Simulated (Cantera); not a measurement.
Feed: 1 mol Si3N4, 0.0086 mol C, 5.1 mol N2, at 1 atm.

Equilibrium computed with Cantera from the NASA thermochemical tables; the gas is ideal and each condensed phase is pure. Candidate condensed phases: C, Si, SiC, Si3N4; 32 gas species. Ions and electrons are included (thermal ionisation). The numbers say what is thermodynamically allowed, not how fast it happens.

What share of the Si ends up in condensed phases as a function of T (°C), at 2727, 3227, 3727, 4227, 4727?


```csv
T (°C),Si condensed (%),as
2727,64.7,Si(l)
3227,0.0,-
3727,0.0,-
4227,0.0,-
4727,0.0,-
```
